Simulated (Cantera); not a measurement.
Boron, boron nitride and boron oxide: BCl₃ + N₂

Input: 1 mol BCl₃, 43 mol N₂, equilibrated at 1048.15 K.

These are equilibrium values from Cantera (NASA tables, ideal gas, pure condensed phases), not measurements of a reactor. Candidate condensed phases: B, BN; 10 gas species. N₂ is the only nitrogen source here; it is nearly inert below about 1500 K, so the nitride shown seldom forms there in practice. Equilibrium is a limit: real reactors are often held back by kinetics, nucleation or transport.

```tsv
P (Pa)	x N₂	x BCl₃	x Cl	x BCl₂	n BN(s)
10	0.977	0.0227	1.43e-5	7.26e-8	0.000209
28	0.977	0.0227	8.53e-6	4.34e-8	0.000125
77	0.977	0.0227	5.14e-6	2.62e-8	0
220	0.977	0.0227	3.04e-6	1.55e-8	0
600	0.977	0.0227	1.84e-6	9.38e-9	0
1700	0.977	0.0227	1.09e-6	5.57e-9	0
4600	0.977	0.0227	6.65e-7	3.39e-9	0
13000	0.977	0.0227	3.96e-7	2.01e-9	0
36000	0.977	0.0227	2.38e-7	1.21e-9	0
100000	0.977	0.0227	1.43e-7	7.26e-10	0
```
x: gas mole fraction; n: condensed amount in mol.

From 0.0750 Torr to 0.210 Torr the condensed part is BN(s). From 0.578 Torr to 750 Torr nothing is condensed. The main B-bearing gas is BCl₃ throughout.
